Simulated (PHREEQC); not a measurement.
KOH is added in steps, without added water, to 1 kg of water holding 0.0027 mol LiNO3 and 6.2e-05 mol NaHF2, at 20 °C. Oxygen alone is held at its pressure in air (log pO2 = -0.68). CO2 from the air is kept out. Precipitation was switched off in this run.

Base run: PHREEQC, ion-association model, wateq4f.dat. Each further column changes one thing. The table gives HF (mol/kgw).

```csv
KOH added (mol),base,Davies equation for every ion,database phreeqc.dat,all activity coefficients set to 1,metal-ligand complexes left out
0,7.73e-6,7.71e-6,7.73e-6,8.48e-6,7.73e-6
5.781e-05,5.51e-7,5.49e-7,5.51e-7,6.06e-7,5.51e-7
0.0001041,2.74e-11,2.74e-11,2.77e-11,2.75e-11,2.74e-11
0.0001619,1.16e-11,1.16e-11,1.17e-11,1.16e-11,1.16e-11
0.0002081,7.90e-12,7.90e-12,7.96e-12,7.90e-12,7.90e-12
0.0002659,5.66e-12,5.66e-12,5.71e-12,5.66e-12,5.66e-12
0.0003122,4.61e-12,4.61e-12,4.65e-12,4.62e-12,4.61e-12
0.00037,3.75e-12,3.75e-12,3.78e-12,3.75e-12,3.75e-12
```

 phreeqc.dat and wateq4f.dat share most of their constants, so their agreement is no independent check.
